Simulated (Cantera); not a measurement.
Charge: 1 mol CH3SiCl3, 0.072 mol CH4, a varied amount of H2, at 950 K and 30.0 Torr.

Method: chemical equilibrium by Gibbs-energy minimisation in Cantera with the NASA 1993 tables (ideal gas, pure condensed phases). Candidate condensed phases: C, C6H6, C7H8, C8H18, Si, SiC; 109 gas species. The feed counts by its element totals alone. Kinetics and transport are ignored.

Task: What share of the Si ends up in condensed phases as a function of n(H2) (mol), at 6.7, 11, 19, 32, 55, 92, 160, 260, 440?

Result: 
```json
[
 {"n(H2) (mol)": "6.7", "Si condensed (%)": "49.5", "as": "SiC(s)"},
 {"n(H2) (mol)": "11", "Si condensed (%)": "57.1", "as": "SiC(s)"},
 {"n(H2) (mol)": "19", "Si condensed (%)": "68.1", "as": "SiC(s)"},
 {"n(H2) (mol)": "32", "Si condensed (%)": "80.2", "as": "SiC(s)"},
 {"n(H2) (mol)": "55", "Si condensed (%)": "87.6", "as": "SiC(s)"},
 {"n(H2) (mol)": "92", "Si condensed (%)": "91.9", "as": "SiC(s)"},
 {"n(H2) (mol)": "160", "Si condensed (%)": "95.3", "as": "SiC(s)"},
 {"n(H2) (mol)": "260", "Si condensed (%)": "97.3", "as": "SiC(s)"},
 {"n(H2) (mol)": "440", "Si condensed (%)": "98.5", "as": "SiC(s)"}
]
```
